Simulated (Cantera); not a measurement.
**Silicon etching in halogen gases: Si + HF + Cl2**

Input: 1 mol Si, 13 mol HF, a varied amount of Cl2, held at 1227 °C and 2.80 Pa.

These are equilibrium values from Cantera (NASA tables, ideal gas, pure condensed phases), not measurements of a reactor. Candidate condensed phases: Si; 37 gas species. The tables' values for SiF3, SiF2 are old estimates; treat these amounts as uncertain. Equilibrium is a limit: real reactors are often held back by kinetics, nucleation or transport.

```json
[
 {"n(Cl2) (mol)": "0.67", "x HF": "0.711", "x Cl": "0.000872", "x HCl": "0.105", "x H2": "0.104", "x SiF4": "0.0766"},
 {"n(Cl2) (mol)": "1.6", "x HF": "0.661", "x Cl": "0.00356", "x HCl": "0.231", "x H2": "0.0302", "x SiF4": "0.0722"},
 {"n(Cl2) (mol)": "2.6", "x HF": "0.592", "x Cl": "0.0791", "x HCl": "0.263", "x H2": "7.95e-5", "x SiF4": "0.0657"},
 {"n(Cl2) (mol)": "3.6", "x HF": "0.523", "x Cl": "0.186", "x HCl": "0.233", "x H2": "1.13e-5", "x SiF4": "0.0581"},
 {"n(Cl2) (mol)": "4.5", "x HF": "0.474", "x Cl": "0.262", "x HCl": "0.211", "x H2": "4.64e-6", "x SiF4": "0.0526"},
 {"n(Cl2) (mol)": "5.5", "x HF": "0.429", "x Cl": "0.332", "x HCl": "0.191", "x H2": "2.37e-6", "x SiF4": "0.0477"},
 {"n(Cl2) (mol)": "6.4", "x HF": "0.395", "x Cl": "0.384", "x HCl": "0.176", "x H2": "1.50e-6", "x SiF4": "0.0439"}
]
```
x: gas mole fraction; nothing condenses.

From 0.67 mol Cl2 to 6.4 mol Cl2 nothing is condensed. The main Si-bearing gas is SiF4 throughout.
